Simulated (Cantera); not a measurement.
A perfectly stirred reactor is fed with CO : H2 : O2 : N2 : H2O = 1 : 0.32 : 0.985 : 3.7 : 0.4 (molar parts), equivalence ratio 0.67, at 5.00 bar; it is adiabatic with a 450 K inlet, and is followed from long to short residence time, starting on the burning branch (τ in s: 0.07, 0.029, 0.012, 0.0052, 0.0022, 0.00091, 0.00038, 0.00016, 6.8e-05, 2.8e-05, 1.2e-05, 5e-06).

Detailed kinetics in Cantera: GRI-Mech 3.0 (53 species, 325 reactions). The hydrogen kinetics of GRI-Mech 3.0 are dated; newer H2 mechanisms differ, most at raised pressure.

Problem. What does this change do: H2O 0.4 to 0.57 parts?

Solution. 
| quantity | before | after |
|---|---|---|
| blow-out, bracketed by the residence times tried | burning at 68.0 µs, out at 28.0 µs | burning at 68.0 µs, out at 28.0 µs |
| x(CO) at τ = 70.0 ms | 0.000963 | 0.000730 |
| x(H2) at τ = 70.0 ms | 0.000132 | 0.000122 |
| x(O2) at τ = 70.0 ms | 0.0564 | 0.0548 |
| x(H2O) at τ = 70.0 ms | 0.124 | 0.149 |
| x(NO) at τ = 70.0 ms | 0.000429 | 0.000215 |
| x(CO) at τ = 0.380 ms | 0.0139 | 0.0127 |
| x(H2) at τ = 0.380 ms | 0.00146 | 0.00152 |
| x(O2) at τ = 0.380 ms | 0.0620 | 0.0601 |
| x(H2O) at τ = 0.380 ms | 0.120 | 0.145 |
| x(NO) at τ = 0.380 ms | 2.92e-5 | 1.91e-5 |

Problem. What does this change do: pressure from 5.00 bar to 10.0 bar?

Solution. 
| quantity | before | after |
|---|---|---|
| blow-out, bracketed by the residence times tried | burning at 68.0 µs, out at 28.0 µs | burning at 68.0 µs, out at 28.0 µs |
| x(CO) at τ = 70.0 ms | 0.000963 | 0.000633 |
| x(H2) at τ = 70.0 ms | 0.000132 | 8.68e-5 |
| x(O2) at τ = 70.0 ms | 0.0564 | 0.0562 |
| x(H2O) at τ = 70.0 ms | 0.124 | 0.124 |
| x(NO) at τ = 70.0 ms | 0.000429 | 0.000586 |
| x(CO) at τ = 0.380 ms | 0.0139 | 0.00873 |
| x(H2) at τ = 0.380 ms | 0.00146 | 0.000766 |
| x(O2) at τ = 0.380 ms | 0.0620 | 0.0600 |
| x(H2O) at τ = 0.380 ms | 0.120 | 0.122 |
| x(NO) at τ = 0.380 ms | 2.92e-5 | 3.15e-5 |

Problem. What does this change do: inlet temperature 450 to 725 K?

Solution. 
| quantity | before | after |
|---|---|---|
| blow-out, bracketed by the residence times tried | burning at 68.0 µs, out at 28.0 µs | burning at 28.0 µs, out at 12.0 µs |
| x(CO) at τ = 70.0 ms | 0.000963 | 0.00294 |
| x(H2) at τ = 70.0 ms | 0.000132 | 0.000384 |
| x(O2) at τ = 70.0 ms | 0.0564 | 0.0553 |
| x(H2O) at τ = 70.0 ms | 0.124 | 0.123 |
| x(NO) at τ = 70.0 ms | 0.000429 | 0.00347 |
| x(CO) at τ = 0.380 ms | 0.0139 | 0.0152 |
| x(H2) at τ = 0.380 ms | 0.00146 | 0.00171 |
| x(O2) at τ = 0.380 ms | 0.0620 | 0.0620 |
| x(H2O) at τ = 0.380 ms | 0.120 | 0.119 |
| x(NO) at τ = 0.380 ms | 2.92e-5 | 9.83e-5 |
